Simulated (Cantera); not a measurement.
Input (Python, Cantera):

```python
import numpy as np
import cantera as ct

gas = ct.Solution("gri30.yaml")
gas.TPX = 1350, 101325, {'CO': 1, 'H2': 0.035, 'O2': 1.33, 'N2': 4.99}
reactor = ct.IdealGasReactor(gas, energy="on", clone=False)
net = ct.ReactorNet([reactor])
net.rtol, net.atol = 1e-08, 1e-16
show = ['CO', 'H2', 'O2', 'H', 'OH', 'CO2']
times = np.geomspace(1e-06, 0.4, 10)

steps = ct.SolutionArray(gas, extra=["t"])
rows = []
print(f"{'t/s':>10s}{'T/K':>9s}{'P/Pa':>11s}" + "".join(f"{s:>11s}" for s in show))
for t in times:
    while net.time < t:
        t_next = net.step()
        steps.append(gas.state, t=t_next)
    rows.append([np.interp(t, steps.t, y) for y in (steps.T, steps.P, *steps(*show).X.T)])
    print(f"{t:10.3e}{rows[-1][0]:9.1f}{rows[-1][1]:11.4g}" + "".join(f"{x:11.3e}" for x in rows[-1][2:]))
rate = np.gradient(steps.T, steps.t)
print("integrator steps:", len(steps.t))
if steps.T.max() > steps.T[0] + 200:
    print(f"time of steepest temperature rise: {steps.t[rate.argmax()]:.4e} s")
gas.TPX = 1350, 101325, {'CO': 1, 'H2': 0.035, 'O2': 1.33, 'N2': 4.99}
gas.equilibrate("UV")
print(f"equilibrium (UV): T = {gas.T:.1f} K  " + "  ".join(f"{s} {gas[s].X[0]:.3e}" for s in show))
```

It prints:

```
       t/s      T/K       P/Pa         CO         H2         O2          H         OH        CO2
 1.000e-06   1350.0  1.013e+05  1.360e-01  4.759e-03  1.808e-01  7.994e-10  3.996e-10  1.022e-08
 4.192e-06   1350.0  1.013e+05  1.360e-01  4.759e-03  1.808e-01  5.516e-09  5.548e-09  4.624e-08
 1.758e-05   1350.0  1.013e+05  1.360e-01  4.758e-03  1.808e-01  9.563e-08  1.098e-07  4.209e-07
 7.368e-05   1351.4  1.014e+05  1.355e-01  4.453e-03  1.802e-01  1.240e-04  1.411e-04  4.831e-04
 3.089e-04   1951.8  1.422e+05  5.068e-02  1.949e-04  1.251e-01  2.821e-03  2.581e-03  8.937e-02
 1.295e-03   2460.1  1.739e+05  1.728e-02  7.678e-05  1.215e-01  2.859e-04  2.592e-03  1.271e-01
 5.429e-03   2513.0  1.769e+05  1.168e-02  5.391e-05  1.176e-01  1.489e-04  2.224e-03  1.333e-01
 2.276e-02   2499.1  1.758e+05  1.107e-02  5.195e-05  1.136e-01  1.373e-04  2.126e-03  1.340e-01
 9.541e-02   2497.0  1.756e+05  1.098e-02  5.167e-05  1.130e-01  1.356e-04  2.111e-03  1.341e-01
 4.000e-01   2497.0  1.756e+05  1.098e-02  5.167e-05  1.130e-01  1.356e-04  2.111e-03  1.341e-01
integrator steps: 1441
time of steepest temperature rise: 2.1615e-04 s
equilibrium (UV): T = 2497.0 K  CO 1.098e-02  H2 5.167e-05  O2 1.130e-01  H 1.356e-04  OH 2.111e-03  CO2 1.341e-01
```

Computed with Cantera and GRI-Mech 3.0 (53 species, 325 reactions).
